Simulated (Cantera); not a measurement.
Ignition delay

Mixture: CH4 : H2 : O2 : N2 = 1 : 0.56 : 1.14 : 4.29 (molar parts), equivalence ratio 2.0, at 0.444 atm, adiabatic and at constant volume. Ignition delay is the time to a rise of 400 K.

Computed with Cantera and GRI-Mech 3.0 (53 species, 325 reactions).

```csv
T0 (K),delay (ms)
1073,19.6
1123,11.6
1173,7.01
1223,4.36
1273,2.78
1323,1.83
```

```yaml
apparent activation energy between 1223 and 1323 K: 120 kJ/mol
```
